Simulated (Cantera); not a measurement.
Moist CO burnout

A perfectly stirred reactor is fed with 0.547 % CO, 3.55 % O2, 0.0182 % H2O, 95.9 % N2, at 750 Torr; it is held at 998 K, and followed from long to short residence time.

Cantera simulation using GRI-Mech 3.0 (53 species, 325 reactions); the numbers are that mechanism's predictions, not measurements.

| τ (s) | x CO | x O2 | x H2O | x H2O2 | x CO2 |
|---|---|---|---|---|---|
| 2.2 | 0.00498 | 0.0352 | 0.000181 | 4.11e-8 | 0.000483 |
| 0.62 | 0.00535 | 0.0354 | 0.000182 | 2.90e-8 | 0.000112 |
| 0.18 | 0.00546 | 0.0355 | 0.000182 | 4.39e-9 | 1.01e-5 |
| 0.050 | 0.00547 | 0.0355 | 0.000182 | <1e-12 | 4.19e-8 |
| 0.014 | 0.00547 | 0.0355 | 0.000182 | <1e-12 | 5.54e-9 |
| 0.0040 | 0.00547 | 0.0355 | 0.000182 | <1e-12 | 1.09e-9 |
| 0.0011 | 0.00547 | 0.0355 | 0.000182 | <1e-12 | 2.44e-10 |
| 0.00032 | 0.00547 | 0.0355 | 0.000182 | <1e-12 | 6.59e-11 |
x: mole fraction; the columns are a selection and need not sum to one.
